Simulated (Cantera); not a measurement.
Input: 1 mol AlN, a varied amount of O₂, equilibrated at 1948.15 K and 1.80 mbar.

These are equilibrium values from Cantera (NASA tables, ideal gas, pure condensed phases), not measurements of a reactor. Candidate condensed phases: Al, AlN, Al₂O₃; 16 gas species. Mutual solubility and eutectic melting of coexisting phases are not modelled. Condensed phases not in the tables: aluminium oxynitride. The numbers say what is thermodynamically allowed, not how fast it happens.

log p: log10 of the partial pressure in bar; n: condensed amount in mol.

| n(O₂) (mol) | log p N₂ | log p O₂ | log p Al | log p Al₂O | log p NO | n AlN(s) | n Al₂O₃(s) |
|---|---|---|---|---|---|---|---|
| 0.15 | -2.84 | <-14 | -3.70 | -3.77 | -11.75 | (withheld) | 0.0953 |
| 0.24 | -2.84 | <-14 | -3.70 | -3.77 | -11.75 | (withheld) | 0.153 |
| 0.33 | -2.84 | <-14 | -3.70 | -3.77 | -11.75 | (withheld) | 0.210 |
| 0.42 | -2.84 | <-14 | -3.70 | -3.77 | -11.75 | (withheld) | 0.267 |
| 0.51 | -2.84 | <-14 | -3.70 | -3.77 | -11.75 | (withheld) | 0.324 |
| 0.6 | -2.84 | <-14 | -3.70 | -3.77 | -11.75 | (withheld) | 0.381 |
| 0.69 | -2.80 | <-14 | -3.90 | -4.03 | -11.60 | 0 | 0.450 |
| 0.78 | -2.77 | -4.02 | -13.50 | <-14 | -5.18 | 0 | 0.500 |
| 0.87 | -2.84 | -3.47 | -13.91 | <-14 | -4.94 | 0 | 0.500 |

Question: Fill in the missing entries.

Answer: 
- 0.15, n AlN(s): 0.765
- 0.24, n AlN(s): 0.624
- 0.33, n AlN(s): 0.483
- 0.42, n AlN(s): 0.343
- 0.51, n AlN(s): 0.202
- 0.6, n AlN(s): 0.0608
